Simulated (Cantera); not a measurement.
An isothermal, constant-pressure homogeneous reactor starts with CH4 : H2 : N2 = 0.047 : 1 : 0.00056 (molar parts), at 2025 K and 17.3 Torr. Integrator tolerance rtol = 1e-08.

Cantera simulation using GRI-Mech 3.0 (53 species, 325 reactions); the numbers are that mechanism's predictions, not measurements. GRI-Mech 3.0 stops at C3 and has no aromatics, soot or wall deposition, so with more carbon than oxygen in the feed, carbon stays in small species such as C2H2 where larger ones or solid carbon would form. Radical loss at walls, strong at low pressure, is not modelled.

Q: What does this change do: temperature 2025 to 1423 K?

A: 
```json
[
 {"quantity": "x(CH4) at 200 s", "before": "4.18e-5 (gas-phase equilibrium 4.15e-5)", "after": "0.0210 (gas-phase equilibrium 0.00603)"},
 {"quantity": "x(H2) at 200 s", "before": "0.966 (gas-phase equilibrium 0.966)", "after": "0.967 (gas-phase equilibrium 0.975)"},
 {"quantity": "x(C2H2) at 200 s", "before": "0.0213 (gas-phase equilibrium 0.0209)", "after": "0.0113 (gas-phase equilibrium 0.0180)"},
 {"quantity": "x(H) at 200 s", "before": "0.0126 (gas-phase equilibrium 0.0126)", "after": "3.82e-5 (gas-phase equilibrium 4.35e-5)"},
 {"quantity": "x(C2H) at 200 s", "before": "5.63e-6 (gas-phase equilibrium 5.52e-6)", "after": "5.06e-10 (gas-phase equilibrium 9.13e-10)"}
]
```
